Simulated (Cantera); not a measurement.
A closed system holds: 1 mol PbO, 0.092 mol H2, held at 1125 K and 1000 Pa.

Method: chemical equilibrium by Gibbs-energy minimisation in Cantera with the NASA 1993 tables (ideal gas, pure condensed phases). Candidate condensed phases: H2O, Pb, PbO, PbO2, Pb3O4; 12 gas species. Mutual solubility and eutectic melting of coexisting phases are not modelled. Rates play no part.

Base state: H2O 0.980, Pb 0.0189, PbO 0.00121, H2 0.000218 (mole fractions); condensed: Pb(l) + PbO(yellow).

Question: What changes in the equilibrium state with this change: temperature from 1125 K to 675 K?

Answer: 
```json
[
 {"species": "H2O", "before": "0.980", "after": "1.000"},
 {"species": "H2", "before": "0.000218", "after": "3.11e-5"},
 {"species": "Pb", "before": "0.0189", "after": "3.38e-8"},
 {"species": "PbO", "before": "0.00121", "after": "<1e-9"},
 {"species": "Pb(l), mol", "before": "0.0902", "after": "0.0920"},
 {"species": "PbO(yellow), mol", "before": "0.908", "after": "0"},
 {"species": "PbO(red), mol", "before": "0", "after": "0.908"}
]
```
